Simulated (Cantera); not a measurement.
Ignition delay

Mixture: CH4 : CO : O2 : N2 = 1 : 0.19 : 3.94 : 14.8 (molar parts), equivalence ratio 0.53, at 1200000 Pa, adiabatic and at constant pressure. Ignition delay is the time to a rise of 400 K.

Cantera simulation using GRI-Mech 3.0 (53 species, 325 reactions); the numbers are that mechanism's predictions, not measurements. The pressure lies above the range GRI-Mech 3.0 was tuned for (to about 10 atm).

```json
[
 {"T0 (K)": "1250", "delay (ms)": "1.82"},
 {"T0 (K)": "1325", "delay (ms)": "0.757"},
 {"T0 (K)": "1400", "delay (ms)": "0.340"},
 {"T0 (K)": "1475", "delay (ms)": "0.163"},
 {"T0 (K)": "1550", "delay (ms)": "0.0833"},
 {"T0 (K)": "1625", "delay (ms)": "0.0449"}
]
```

- apparent activation energy between 1475 and 1625 K: 170 kJ/mol
